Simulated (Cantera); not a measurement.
Charge: 1 mol trisilylamine, 17 mol NH3, at 1748.15 K.

Equilibrium computed with Cantera from the NASA thermochemical tables; the gas is ideal and each condensed phase is pure. Candidate condensed phases: Si, Si3N4; 18 gas species. The feed counts by its element totals alone. Kinetics and transport are ignored.

At 1.00 bar, list the 4 most abundant gas species with their mole fractions, and the condensed phases.

H2 0.811, N2 0.189, H 0.000206, NH3 1.04e-5. Condensed: Si3N4(s).
